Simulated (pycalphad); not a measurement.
CALPHAD calculation (pycalphad, COST 507 light-alloy database (1999)), 1 atm. The database dates from 1999; later assessments differ in places, in temperatures and in the compounds included. Phase fractions are per mole of atoms.

Question: Give the equilibrium state of Ti-1.301C (wt.%) at 1150 K.

Answer: HCP_A3, fraction 0.893, with 0.36 C wt.%; FCC_A1, fraction 0.107, with 11.7 C wt.%.

Question: Give the equilibrium state of Ti-1.301C (wt.%) at 2050 K.

Answer: 
```
T = 2050.00 K, P = 101325 Pa, N = 1 mol of atoms
G = -138582 J/mol, H = 67667 J/mol, S = 100.61 J/(mol K)  (SER reference)
chemical potentials (J/mol): Ti -132367, C -256898
phase             fraction      x(Ti)       x(C)
LIQUID              0.9803     0.9554     0.0446
FCC_A1              0.0197     0.6866     0.3134
```

FCC_A1 is fcc; HCP_A3 is hcp. The fcc model also describes the rock-salt carbide or nitride (TiC, TiN, HfC).
